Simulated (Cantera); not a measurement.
A perfectly stirred reactor is fed with CH₄ : C₂H₆ : C₃H₈ : O₂ : N₂ = 1 : 0.14 : 0.15 : 2.49 : 9.37 (molar parts), at 1.20 bar; it is adiabatic with a 675 K inlet, and is followed from long to short residence time, starting on the burning branch (τ in s: 0.23, 0.096, 0.041, 0.017, 0.0073, 0.0031, 0.0013, 0.00055, 0.00023, 9.9e-05, 4.2e-05, 1.8e-05).

Cantera simulation using GRI-Mech 3.0 (53 species, 325 reactions); the numbers are that mechanism's predictions, not measurements. GRI-Mech 3.0 was tuned for natural gas; its chemistry of propane as a main component is partial and can be far from experiment.

Question: What does this change do: N2 9.37 to 7 parts?

Answer: 
```
quantity                                                                      before                               after
------------------------------------------------  ----------------------------------  ----------------------------------
blow-out, bracketed by the residence times tried  burning at 99.0 µs, out at 42.0 µs  burning at 42.0 µs, out at 18.0 µs
x(CH₄) at τ = 0.230 s                                                        2.85e-6                             5.39e-7
x(C₂H₆) at τ = 0.230 s                                                       1.16e-8                             4.73e-9
x(C₃H₈) at τ = 0.230 s                                                       1.29e-8                             5.85e-9
x(H₂O₂) at τ = 0.230 s                                                       1.20e-8                             5.21e-8
x(C₂H₂) at τ = 0.230 s                                                       1.16e-6                             1.55e-7
x(CH₄) at τ = 1.30 ms                                                        6.93e-5                             4.34e-5
x(C₂H₆) at τ = 1.30 ms                                                       1.39e-6                             7.67e-7
x(C₃H₈) at τ = 1.30 ms                                                       1.14e-6                             7.40e-7
x(H₂O₂) at τ = 1.30 ms                                                       6.74e-8                             9.36e-8
x(C₂H₂) at τ = 1.30 ms                                                       2.03e-5                             9.19e-6
```
